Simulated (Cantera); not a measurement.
Input: 1 mol CH2F2, 0.65 mol Si, equilibrated at 1198.15 K and 0.000280 bar.

Equilibrium computed with Cantera from the NASA thermochemical tables; the gas is ideal and each condensed phase is pure. Candidate condensed phases: C, C6H6, C7H8, C8H18, Si, SiC; 113 gas species. The tables' values for SiF3, SiF2 are old estimates; treat these amounts as uncertain. Equilibrium is a limit: real reactors are often held back by kinetics, nucleation or transport.

Base state: H2 0.661, SiF4 0.326, HF 0.00654, SiF3 0.00496, SiHF3 0.00106, SiF2 8.31e-5 (mole fractions); condensed: C(graphite) + SiC(s).

Problem. What changes in the equilibrium state with this change: Si from 0.65 to 0.073 mol?

Solution. 
| species | before | after |
|---|---|---|
| HF | 0.00654 | 0.886 |
| H2 | 0.661 | 0.0758 |
| SiF4 | 0.326 | 0.0379 |
| SiF2 | 8.31e-5 | <1e-9 |
| SiHF3 | 0.00106 | 1.04e-7 |
| C(graphite), mol | 0.850 | 1.00 |
| SiC(s), mol | 0.150 | 0 |
